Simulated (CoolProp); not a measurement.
c-C4F8 (RC318) along the isobar 15400 kPa: Z from the reference equation and from simpler models built on Tc = 388.4 K, pc = 2778 kPa, ω = 0.355; each cubic takes its own stable root.

Model: reference Helmholtz-energy equation of state, Platzer 1990, in CoolProp. This equation is an older, rougher fit; its heat capacities, sound speeds and derivatives of the liquid may be far off and weren't checked against measurements.

| T (K) | phase | reference |
|---|---|---|
| 345.7 | liquid | 0.7491 |
| 365 | liquid | 0.7427 |
| 384.3 | liquid | 0.7414 |
| 403.6 | supercritical | 0.7451 |
| 422.8 | supercritical | 0.7541 |
| 442.1 | supercritical | 0.7683 |
| 461.4 | supercritical | 0.7875 |
| 480.7 | supercritical | 0.8109 |
| 500 | supercritical | 0.8373 |

How far does each simpler model (van der Waals, Redlich-Kwong, Soave-Redlich-Kwong, Peng-Robinson) lie from the reference over these 9 states: mean and median of the absolute difference, and the worst?


- van der Waals: mean 25.3 %, median 26.1 %, worst +40.3 % at 345.7 K and 15400 kPa
- Redlich-Kwong: mean 3.0 %, median 2.9 %, worst +5.1 % at 345.7 K and 15400 kPa
- Soave-Redlich-Kwong: mean 4.4 %, median 4.4 %, worst +5.5 % at 500 K and 15400 kPa
- Peng-Robinson: mean 5.3 %, median 5.5 %, worst -8.0 % at 345.7 K and 15400 kPa
